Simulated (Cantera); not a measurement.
# Catalytic combustion on Pt

An isothermal plug-flow reactor at 823 K and 6450 Torr (inlet), inlet velocity 0.75 m/s, active area per volume 170 1/m; feed CO : O₂ : N₂ = 0.024 : 0.2 : 0.79 (molar parts), equivalence ratio 0.060.

Cantera simulation using Deutschmann's 1995 Pt surface mechanism with GRI-Mech 3.0 gas chemistry; the numbers are that mechanism's predictions, not measurements. Catalytic surfaces can have several steady states; this one follows from the mechanism file's or the stated starting coverage. Mass transfer to the wall is taken as infinitely fast.

```tsv
z (m)	x CO	x O₂	x H₂O	x CO₂	θ free Pt	θ O*	θ CO*
0.00062	0.0213	0.196	<1e-12	0.00244	0.0739	0.0461	0.880
0.001	0.0195	0.196	<1e-12	0.00420	0.0797	0.0543	0.866
0.0017	0.0152	0.194	<1e-12	0.00858	0.103	0.0984	0.798
0.0029	0.00926	0.191	<1e-12	0.0146	0.0359	0.956	0.00862
0.0048	0.00811	0.191	<1e-12	0.0157	0.0277	0.968	0.00443
0.008	0.00697	0.190	<1e-12	0.0169	0.0235	0.974	0.00274
0.013	0.00583	0.190	<1e-12	0.0180	0.0208	0.977	0.00179
0.022	0.00452	0.189	<1e-12	0.0194	0.0187	0.980	0.00111
0.037	0.00318	0.189	<1e-12	0.0207	0.0171	0.982	0.000654
0.062	0.00193	0.188	<1e-12	0.0220	0.0159	0.984	0.000344
```
x: gas mole fraction; θ: surface coverage.
